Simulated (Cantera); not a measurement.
# Reactions in the system C-Cu-F

Source: NASA polynomial tables (part measured, part estimated), evaluated in Cantera. Values are per mole of reaction as written; species without (g) are pure solids or liquids, kept so even where they would boil at 1 bar.

CuF2(g) + CF2(g) = Cu + CF4(g)

```
T (K)  ΔH° (kJ)  ΔS° (J/K)  ΔG° (kJ)  log10 K  condensed phases
-----  --------  ---------  --------  -------  ----------------
823      -480.0     -206.7    -309.9    19.67             Cu(s)
898      -479.0     -205.4    -294.5    17.13             Cu(s)
973      -477.8     -204.2    -279.1    14.98             Cu(s)
1048     -476.5     -202.9    -263.9    13.15             Cu(s)
1123     -475.2     -201.7    -248.7    11.57             Cu(s)
1198     -473.8     -200.5    -233.6    10.19             Cu(s)
1273     -472.3     -199.3    -218.6     8.97             Cu(s)
1348     -470.7     -198.1    -203.7     7.89             Cu(s)
1423     -455.9     -187.2    -189.5     6.96             Cu(l)
1498     -454.3     -186.1    -175.5     6.12             Cu(l)
```
